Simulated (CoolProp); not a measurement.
Saturated liquid density (kg/m³) of chlorine: the reference equation beside estimates from Tc = 143.7 °C, pc = 7.642 MPa, ω = 0.070.

Computed with CoolProp (reference Helmholtz-energy equation of state, Thol 2021).

```tsv
T (°C)	reference	Soave-Redlich-Kwong	Peng-Robinson
-68.35	1657	1521	1711
-60.55	1636	1504	1694
-52.65	1615	1487	1675
-44.75	1593	1469	1656
-36.85	1572	1450	1636
-28.95	1550	1431	1615
-21.15	1528	1411	1594
-13.25	1506	1390	1571
-5.35	1483	1369	1547
2.55	1460	1346	1523
10.45	1437	1323	1497
18.25	1414	1299	1470
26.15	1389	1273	1442
34.05	1364	1246	1412
```

Absolute difference from the reference over all 14 rows, mean and median: Soave-Redlich-Kwong 8.0 and 7.9 %, Peng-Robinson 4.0 and 4.0 %.
